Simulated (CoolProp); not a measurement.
Properties of ethanol along the isobar 1.01 bar.

Values from CoolProp's reference Helmholtz-energy equation of state, Schroeder 2014.

```json
[
 {"T (°C)": "127.55", "phase": "gas", "Z": "0.9834", "expansivity (1/kK)": "2.709", "fugacity coefficient": "0.9836"},
 {"T (°C)": "139.85", "phase": "gas", "Z": "0.9857", "expansivity (1/kK)": "2.598", "fugacity coefficient": "0.9859"},
 {"T (°C)": "152.25", "phase": "gas", "Z": "0.9877", "expansivity (1/kK)": "2.498", "fugacity coefficient": "0.9878"},
 {"T (°C)": "164.55", "phase": "gas", "Z": "0.9893", "expansivity (1/kK)": "2.408", "fugacity coefficient": "0.9894"},
 {"T (°C)": "176.85", "phase": "gas", "Z": "0.9907", "expansivity (1/kK)": "2.326", "fugacity coefficient": "0.9908"},
 {"T (°C)": "189.15", "phase": "gas", "Z": "0.9919", "expansivity (1/kK)": "2.251", "fugacity coefficient": "0.9919"},
 {"T (°C)": "201.45", "phase": "gas", "Z": "0.9929", "expansivity (1/kK)": "2.182", "fugacity coefficient": "0.9929"},
 {"T (°C)": "213.75", "phase": "gas", "Z": "0.9937", "expansivity (1/kK)": "2.118", "fugacity coefficient": "0.9937"},
 {"T (°C)": "226.05", "phase": "gas", "Z": "0.9944", "expansivity (1/kK)": "2.058", "fugacity coefficient": "0.9945"},
 {"T (°C)": "238.35", "phase": "gas", "Z": "0.9951", "expansivity (1/kK)": "2.003", "fugacity coefficient": "0.9951"},
 {"T (°C)": "250.65", "phase": "gas", "Z": "0.9956", "expansivity (1/kK)": "1.950", "fugacity coefficient": "0.9956"},
 {"T (°C)": "262.95", "phase": "gas", "Z": "0.9961", "expansivity (1/kK)": "1.901", "fugacity coefficient": "0.9961"},
 {"T (°C)": "275.35", "phase": "gas", "Z": "0.9965", "expansivity (1/kK)": "1.854", "fugacity coefficient": "0.9965"},
 {"T (°C)": "287.65", "phase": "gas", "Z": "0.9968", "expansivity (1/kK)": "1.810", "fugacity coefficient": "0.9968"},
 {"T (°C)": "299.95", "phase": "gas", "Z": "0.9971", "expansivity (1/kK)": "1.769", "fugacity coefficient": "0.9972"},
 {"T (°C)": "312.25", "phase": "gas", "Z": "0.9974", "expansivity (1/kK)": "1.729", "fugacity coefficient": "0.9974"}
]
```
